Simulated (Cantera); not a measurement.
## Low-pressure radical oxidation in H2/O2

An isothermal, constant-pressure homogeneous reactor starts with H₂ : O₂ = 0.11 : 1 (molar parts), equivalence ratio 0.055, at 1425 K and 20.0 Torr.

Model: the H2/O2 subset of GRI-Mech 3.0, which has no nitrogen chemistry, integrated in Cantera. Radical loss at walls, strong at low pressure, is not modelled. The temperature is held fixed by assumption; the heat of reaction is taken as removed at once.

```tsv
t (s)	x H₂	x O₂	x H	x H₂O	x HO₂
0.000100	0.0991	0.901	2.87e-6	6.27e-6	5.91e-7
0.000301	0.0761	0.884	0.00653	0.0162	4.31e-6
0.000903	0.00286	0.827	0.0171	0.0825	6.30e-6
0.00271	0.00250	0.837	0.0135	0.0857	6.19e-6
0.00816	0.00166	0.858	0.00689	0.0924	5.66e-6
0.0245	0.000588	0.882	0.00136	0.0996	3.80e-6
0.0737	0.000104	0.893	9.86e-5	0.103	1.33e-6
0.221	1.53e-5	0.895	5.58e-6	0.104	3.13e-7
0.665	2.75e-6	0.896	4.27e-7	0.104	1.16e-7
2.00	7.24e-7	0.896	5.78e-8	0.104	1.17e-7
```
x: mole fraction; the columns are a selection and need not sum to one.

Equilibrium at this temperature and pressure: H₂ 4.47e-7, O₂ 0.896, H 2.81e-8, H₂O 0.104, HO₂ 1.35e-7 (gas phase only).
